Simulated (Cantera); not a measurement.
# Equilibrium for roasting and sulfation: MgO + H₂S + O₂

Input: 1 mol MgO, 0.1 mol H₂S, 0.64 mol O₂, held at 1775 K and 0.0650 bar.

These are equilibrium values from Cantera (NASA tables, ideal gas, pure condensed phases), not measurements of a reactor. Candidate condensed phases: H₂O, H₂SO₄, Mg, MgO, Mg(OH)₂, MgS, MgSO₄, S; 26 gas species. Equilibrium is a limit: real reactors are often held back by kinetics, nucleation or transport.

```
Property                              Result
--------------------------------  ----------
x(O₂)                                  0.709
x(SO₂)                                 0.144
x(H₂O)                                 0.144
x(OH)                                0.00191
x(SO₃)                              0.000356
x(O)                                0.000316
x(H₂)                                2.85e-5
x(SO)                                1.00e-5
x(H)                                 6.06e-6
n(MgO(s))                          1.000 mol
gas amount                        0.6903 mol
log10 activity of S(l) (absent)        -8.97
log10 activity of Mg(l) (absent)      -11.21
```
